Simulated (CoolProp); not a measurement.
Carbon monoxide along the isotherm 142.2 K: Z from the reference equation and from simpler models built on Tc = 132.9 K, pc = 3.498 MPa, ω = 0.050; each cubic takes its own stable root.

Values from CoolProp's reference Helmholtz-energy equation of state, Lemmon 2006. It is a short technical equation, of lower accuracy than the large ones.

| p (MPa) | phase | reference |
|---|---|---|
| 1.75 | gas | 0.8499 |
| 3.5 | supercritical | 0.6525 |
| 5.25 | supercritical | 0.3700 |
| 7 | supercritical | 0.3670 |
| 8.75 | supercritical | 0.4179 |
| 10.5 | supercritical | 0.4743 |
| 12.2 | supercritical | 0.5300 |
| 14 | supercritical | 0.5889 |
| 15.7 | supercritical | 0.6441 |
| 17.5 | supercritical | 0.7019 |

### Question
How far does each simpler model (van der Waals, Redlich-Kwong, Peng-Robinson) lie from the reference over these 10 states: mean and median of the absolute difference, and the worst?

### Answer
- van der Waals: mean 17.9 %, median 24.1 %, worst +25.4 % at 142.2 K and 17.5 MPa
- Redlich-Kwong: mean 3.6 %, median 2.9 %, worst +8.3 % at 142.2 K and 7 MPa
- Peng-Robinson: mean 4.6 %, median 4.7 %, worst -8.5 % at 142.2 K and 17.5 MPa
